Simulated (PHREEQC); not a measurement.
Make-up at 25 °C: 16 mmol/kgw Cs2SO4 and 5.8 mmol/kgw KOH. Closed to the air; pH follows from the charge balance.

The numbers come from PHREEQC with the ion-association model, wateq4f.dat.

This is a speciation only: nothing precipitates in the calculation.

### Question
Predict the pH.

### Answer
pH 11.67.

### Question
In which forms is K present?

### Answer
K+ 95 %, KSO4- 4.7 % of the K.
